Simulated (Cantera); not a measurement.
A diamond (100) surface in a fixed gas of H2 with x(CH4) = 0.0034, x(H) = 0.0084, x(CH3) = 6.6e-05, 90.0 Torr; coverages are run to steady state.

Detailed kinetics in Cantera: the Harris–Goodwin 1993 mechanism for the reconstructed diamond (100) surface.

θ: site fractions in the mechanism's names (c6HH fully hydrogenated, c6H* and c6*H radical sites, c6** diradical, c6HM methylated).

```json
[
 {"T (K)": "950", "growth (µm/h)": "3.27", "θ c6HH": "0.639", "θ c6H*": "0.0142", "θ c6*H": "0.333", "θ c6**": "0.00667", "θ c6HM": "0.00526"},
 {"T (K)": "1000", "growth (µm/h)": "4.14", "θ c6HH": "0.594", "θ c6H*": "0.0184", "θ c6*H": "0.373", "θ c6**": "0.00970", "θ c6HM": "0.00423"},
 {"T (K)": "1050", "growth (µm/h)": "5.03", "θ c6HH": "0.550", "θ c6H*": "0.0230", "θ c6*H": "0.408", "θ c6**": "0.0135", "θ c6HM": "0.00338"},
 {"T (K)": "1100", "growth (µm/h)": "5.74", "θ c6HH": "0.510", "θ c6H*": "?", "θ c6*H": "0.440", "θ c6**": "?", "θ c6HM": "?"},
 {"T (K)": "1150", "growth (µm/h)": "5.96", "θ c6HH": "0.473", "θ c6H*": "0.0332", "θ c6*H": "0.467", "θ c6**": "0.0237", "θ c6HM": "0.00191"},
 {"T (K)": "1200", "growth (µm/h)": "5.39", "θ c6HH": "0.439", "θ c6H*": "0.0385", "θ c6*H": "0.490", "θ c6**": "0.0300", "θ c6HM": "0.00122"},
 {"T (K)": "1250", "growth (µm/h)": "?", "θ c6HH": "0.409", "θ c6H*": "?", "θ c6*H": "0.509", "θ c6**": "?", "θ c6HM": "?"},
 {"T (K)": "1300", "growth (µm/h)": "3.22", "θ c6HH": "0.381", "θ c6H*": "0.0493", "θ c6*H": "0.524", "θ c6**": "0.0446", "θ c6HM": "0.000313"},
 {"T (K)": "1350", "growth (µm/h)": "2.61", "θ c6HH": "0.357", "θ c6H*": "0.0545", "θ c6*H": "0.536", "θ c6**": "0.0527", "θ c6HM": "0.000138"},
 {"T (K)": "1400", "growth (µm/h)": "2.37", "θ c6HH": "0.335", "θ c6H*": "0.0597", "θ c6*H": "0.544", "θ c6**": "0.0611", "θ c6HM": "5.90e-5"}
]
```

Q: Fill in the missing entries.

A: 
- 1100, θ c6H*: 0.0280
- 1100, θ c6**: 0.0182
- 1100, θ c6HM: 0.00263
- 1250, growth (µm/h): 4.26
- 1250, θ c6H*: 0.0439
- 1250, θ c6**: 0.0370
- 1250, θ c6HM: 0.000659
